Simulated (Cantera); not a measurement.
Input: 1 mol FeCl3, 2.9 mol H2, held at 1.00 Torr.

These are equilibrium values from Cantera (NASA tables, ideal gas, pure condensed phases), not measurements of a reactor. Candidate condensed phases: Fe, FeCl2, FeCl3; 11 gas species. Kinetics and transport are ignored.

At 925 K, list the 4 most abundant gas species with their mole fractions, and the condensed phases.

HCl 0.521, H2 0.399, FeCl2 0.0798, Fe2Cl4 0.000391. Condensed: Fe(α).
